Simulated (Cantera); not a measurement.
Input: 1 mol Ti, 1.3 mol CO, 230 mol H₂, held at 1773 K and 1.05 Torr.

Cantera equilibrium calculation (NASA polynomials, part measured and part estimated; ideal gas, pure solids and liquids). Candidate condensed phases: C, C₆H₆, C₇H₈, C₈H₁₈, H₂O, Ti, TiC, TiO, TiO₂, Ti₂O₃, Ti₃O₅, Ti₄O₇; 113 gas species. Mutual solubility and eutectic melting of coexisting phases are not modelled. TiC, TiO: taken at fixed stoichiometry. Condensed phases not in the tables: solid solutions among these carbides, nitrides and lower oxides. Equilibrium is a limit: real reactors are often held back by kinetics, nucleation or transport.

Base state: H₂ 0.989, H 0.00756, CO 0.00346 (mole fractions); condensed: TiC(s) + TiO(s).

What changes in the equilibrium state with this change: temperature from 1773 K to 1325 K?


| species | before | after |
|---|---|---|
| H₂ | 0.989 | 0.997 |
| CO | 0.00346 | 0.00303 |
| H | 0.00756 | 4.36e-5 |
| TiC(s), mol | 0.499 | 0.600 |
| TiO(s), mol | 0.497 | 0 |
| Ti₂O₃(s), mol | 0 | 0.200 |
TiC: taken at fixed stoichiometry.

What changes in the equilibrium state with this change: Ti replaced by Si?


| species | before | after |
|---|---|---|
| H₂ | 0.989 | 0.986 |
| H | 0.00756 | 0.00755 |
| CO | 0.00346 | 0.00362 |
| SiO | 0 | 0.00198 |
| Si | 0 | 0.000333 |
| SiH | 0 | 1.53e-5 |
| TiC(s), mol | 0.499 | 0 |
| TiO(s), mol | 0.497 | 0 |
| SiC(s), mol | 0 | 0.457 |
Further candidate phases: Si, SiC, SiO₂.

What changes in the equilibrium state with this change: pressure from 1.05 Torr to 10.0 Torr?


```
species       before    after
-----------  -------  -------
H₂             0.989    0.994
CO           0.00346  0.00346
H            0.00756  0.00246
H₂O          3.98e-6  1.23e-5
TiC(s), mol    0.499    0.501
TiO(s), mol    0.497    0.498
```
